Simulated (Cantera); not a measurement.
A perfectly stirred reactor is fed with CO : O2 : H2O : N2 = 0.025 : 0.0095 : 0.045 : 1 (molar parts), at 7.80 bar; it is held at 1148 K, and followed from long to short residence time.

Detailed kinetics in Cantera: GRI-Mech 3.0 (53 species, 325 reactions).

x: mole fraction; the columns are a selection and need not sum to one.

```json
[
 {"τ (s)": "0.43", "x CO": "0.00585", "x O2": "0.000504", "x H2O": "0.0413", "x O": "8.02e-8", "x H2O2": "5.70e-8"},
 {"τ (s)": "0.18", "x CO": "0.00772", "x O2": "0.00129", "x H2O": "0.0415", "x O": "1.93e-7", "x H2O2": "2.21e-7"},
 {"τ (s)": "0.072", "x CO": "0.0108", "x O2": "0.00277", "x H2O": "0.0416", "x O": "3.84e-7", "x H2O2": "6.16e-7"},
 {"τ (s)": "0.030", "x CO": "?", "x O2": "?", "x H2O": "0.0416", "x O": "?", "x H2O2": "?"},
 {"τ (s)": "0.012", "x CO": "?", "x O2": "?", "x H2O": "0.0416", "x O": "?", "x H2O2": "?"},
 {"τ (s)": "0.0050", "x CO": "0.0208", "x O2": "0.00768", "x H2O": "0.0416", "x O": "9.24e-7", "x H2O2": "1.90e-6"},
 {"τ (s)": "0.0020", "x CO": "0.0222", "x O2": "0.00835", "x H2O": "0.0416", "x O": "9.30e-7", "x H2O2": "1.78e-6"},
 {"τ (s)": "0.00084", "x CO": "0.0228", "x O2": "0.00864", "x H2O": "0.0417", "x O": "8.06e-7", "x H2O2": "1.31e-6"},
 {"τ (s)": "0.00034", "x CO": "0.0231", "x O2": "0.00876", "x H2O": "0.0417", "x O": "4.47e-7", "x H2O2": "4.19e-7"}
]
```

### Question
What belongs in the gaps?

### Answer

- 0.030, x CO: 0.0146
- 0.030, x O2: 0.00462
- 0.030, x O: 6.05e-7
- 0.030, x H2O2: 1.16e-6
- 0.012, x CO: 0.0183
- 0.012, x O2: 0.00646
- 0.012, x O: 8.12e-7
- 0.012, x H2O2: 1.68e-6
